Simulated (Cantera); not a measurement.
An adiabatic, constant-volume homogeneous reactor starts with CH₄ : O₂ : N₂ = 1 : 1.25 : 4.7 (molar parts), equivalence ratio 1.6, at 1650 K and 750 Torr. Integrator tolerance rtol = 1e-08.

Computed with Cantera and GRI-Mech 3.0 (53 species, 325 reactions).

What does this change do: initial temperature 1650 to 1473 K?


```tsv
quantity	before	after
time of steepest temperature rise	0.334 ms	1.79 ms
temperature at 0.100 s	2943 K	2879 K
equilibrium temperature	2943 K	2879 K
x(CH₄) at 0.100 s	1.41e-12 (gas-phase equilibrium 1.66e-12)	1.94e-12 (gas-phase equilibrium 2.26e-12)
x(O₂) at 0.100 s	0.00174 (gas-phase equilibrium 0.00174)	0.00111 (gas-phase equilibrium 0.00111)
x(C₂H₆) at 0.100 s	<1e-12 (gas-phase equilibrium <1e-12)	<1e-12 (gas-phase equilibrium <1e-12)
x(O) at 0.100 s	0.00273 (gas-phase equilibrium 0.00273)	0.00165 (gas-phase equilibrium 0.00165)
x(CH₂O) at 0.100 s	7.55e-9 (gas-phase equilibrium 7.55e-9)	8.17e-9 (gas-phase equilibrium 8.17e-9)
x(OH) at 0.100 s	0.0142 (gas-phase equilibrium 0.0142)	0.0109 (gas-phase equilibrium 0.0109)
```

What does this change do: 0.29 parts H2 added?


| quantity | before | after |
|---|---|---|
| time of steepest temperature rise | 0.334 ms | 0.168 ms |
| temperature at 0.100 s | 2943 K | 2925 K |
| equilibrium temperature | 2943 K | 2925 K |
| x(CH₄) at 0.100 s | 1.41e-12 (gas-phase equilibrium 1.66e-12) | 2.93e-12 (gas-phase equilibrium 3.40e-12) |
| x(O₂) at 0.100 s | 0.00174 (gas-phase equilibrium 0.00174) | 0.00101 (gas-phase equilibrium 0.00101) |
| x(C₂H₆) at 0.100 s | <1e-12 (gas-phase equilibrium <1e-12) | <1e-12 (gas-phase equilibrium <1e-12) |
| x(O) at 0.100 s | 0.00273 (gas-phase equilibrium 0.00273) | 0.00196 (gas-phase equilibrium 0.00196) |
| x(CH₂O) at 0.100 s | 7.55e-9 (gas-phase equilibrium 7.55e-9) | 9.45e-9 (gas-phase equilibrium 9.45e-9) |
| x(OH) at 0.100 s | 0.0142 (gas-phase equilibrium 0.0142) | 0.0120 (gas-phase equilibrium 0.0120) |
